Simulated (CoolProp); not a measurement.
Vapour-liquid equilibrium of carbon dioxide (1) + isopentane (2) at -4.15 °C; x and y are mole fractions of (1).

Model: multi-fluid Helmholtz-energy mixture model, Span 1996 and Lemmon 2006; pair parameters Kunz 2012, in CoolProp.

```tsv
x	bubble pressure, mixture model (bar)	bubble pressure, Raoult's law (bar)	y, mixture model	y, Raoult's law
0.05	2.507	1.832	0.883	0.851
0.15	6.851	4.921	0.955	0.950
0.25	10.71	8.010	0.971	0.973
0.35	13.89	11.10	0.977	0.983
0.45	16.45	14.19	0.981	0.989
0.55	18.59	17.28	0.983	0.993
0.65	20.62	20.36	0.986	0.995
0.75	22.85	23.45	0.988	0.997
0.85	25.58	26.54	0.992	0.998
0.95	29.08	29.63	0.997	1.000
```

The largest gap from Raoult's law is +39.2 % in bubble pressure, at x = 0.15. No azeotrope shows between x = 0.05 and 0.95.

The pair parameters rest on a limited set of measurements; away from them the model extrapolates. The gap from Raoult's law changes sign with composition, which may be real or a fault of the pair parameters; it wasn't checked against measurements.
